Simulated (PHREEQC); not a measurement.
A solution holds 0.144 mol/kgw CuCl2, 0.0065 mol/kgw HBF4 and 0.00051 mol/kgw KCl, at 20 °C. Closed to the air; pH follows from the charge balance.

The numbers come from PHREEQC with the ion-association model, phreeqc.dat.

Precipitation was switched off in this run.

Task: Order these F species by the share of F that they hold, largest first: CuF+, F-, BF3OH-, BF4-, HF.

Result: BF4- (75 %), HF (14 %), BF3OH- (4.6 %), F- (3.3 %), CuF+ (1.7 %)

Task: Order these Cu species by the share of Cu that they hold, largest first: CuCl2, CuCl+, Cu+2, CuF+.

Result: Cu+2 (86 %), CuCl+ (13 %), CuCl2 (0.72 %), CuF+ (0.31 %)

The pH is 2.28 and the ionic strength 0.398 mol/kgw. Complexes and solids missing from the database can't appear. Real BF4- forms and hydrolyses slowly; the run takes it at equilibrium.
